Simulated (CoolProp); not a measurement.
Values from CoolProp's reference Helmholtz-energy equation of state, Thol 2018.

Task: For hydrogen chloride, give the phase and the cp (kJ/(kg K)), speed of sound (m/s) at 353.3 K and 0.0316 MPa; 231 K and 0.338 MPa.

Result: 
- 353.3 K and 0.0316 MPa: gas; cp 0.801, speed of sound 336
- 231 K and 0.338 MPa: gas; cp 0.914, speed of sound 264
